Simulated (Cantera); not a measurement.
# Adiabatic ignition

An adiabatic, constant-pressure homogeneous reactor starts with CH4 : O2 : N2 = 1 : 2.27 : 8.55 (molar parts), equivalence ratio 0.88, at 1125 K and 1.01 bar.

Cantera simulation using GRI-Mech 3.0 (53 species, 325 reactions); the numbers are that mechanism's predictions, not measurements.

```tsv
t (s)	T (K)	x CH4	x O2	x OH	x HO2	x CH2
2.00e-6	1125	0.0846	0.192	<1e-12	3.32e-10	<1e-12
6.11e-6	1125	0.0846	0.192	<1e-12	1.01e-9	<1e-12
1.86e-5	1125	0.0846	0.192	1.45e-12	3.09e-9	<1e-12
5.69e-5	1125	0.0846	0.192	4.16e-12	9.39e-9	<1e-12
0.000174	1125	0.0846	0.192	1.35e-11	2.82e-8	<1e-12
0.000530	1125	0.0846	0.192	5.15e-11	8.23e-8	<1e-12
0.00162	1125	0.0846	0.192	2.48e-10	2.13e-7	<1e-12
0.00494	1125	0.0846	0.192	1.18e-9	3.24e-7	<1e-12
0.0151	1125	0.0846	0.192	2.06e-9	4.73e-7	<1e-12
0.0461	1126	0.0843	0.192	5.20e-9	1.31e-6	<1e-12
0.141	2545	<1e-12	0.0277	0.0123	4.34e-6	<1e-12
0.429	2541	<1e-12	0.0268	0.0121	4.19e-6	<1e-12
1.31	2541	<1e-12	0.0268	0.0121	4.19e-6	<1e-12
4.00	2541	<1e-12	0.0268	0.0121	4.19e-6	<1e-12
```
x: mole fraction; the columns are a selection and need not sum to one.

```
Quantity                                                          Result
---------------------------------  -------------------------------------
time of steepest temperature rise                                0.130 s
temperature at 4.00 s                                             2541 K
equilibrium temperature                                           2541 K
x(CH4) at 4.00 s                   <1e-12 (gas-phase equilibrium <1e-12)
x(O2) at 4.00 s                    0.0268 (gas-phase equilibrium 0.0268)
x(OH) at 4.00 s                    0.0121 (gas-phase equilibrium 0.0121)
```
